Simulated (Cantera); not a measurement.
Charge: 1 mol CF4, 0.044 mol CH4, 5.3 mol H2, held at 1775 K and 0.100 bar.

These are equilibrium values from Cantera (NASA tables, ideal gas, pure condensed phases), not measurements of a reactor. Candidate condensed phases: C, C6H6, C7H8, C8H18; 95 gas species. Equilibrium is a limit: real reactors are often held back by kinetics, nucleation or transport.

Base state: HF 0.541, H2 0.458, H 0.000619, C2H2 (acetylene) 6.52e-5, CH4 1.76e-5 (mole fractions); condensed: C(graphite).

Task: What changes in the equilibrium state with this change: pressure from 0.100 bar to 1.33 mbar?

Result: 
```json
[
 {"species": "HF", "before": "0.541", "after": "0.540"},
 {"species": "H2", "before": "0.458", "after": "0.455"},
 {"species": "H", "before": "0.000619", "after": "0.00534"},
 {"species": "CH4", "before": "1.76e-5", "after": "2.31e-7"},
 {"species": "C2H2 (acetylene)", "before": "6.52e-5", "after": "6.47e-5"},
 {"species": "C(graphite), mol", "before": "1.04", "after": "1.04"}
]
```
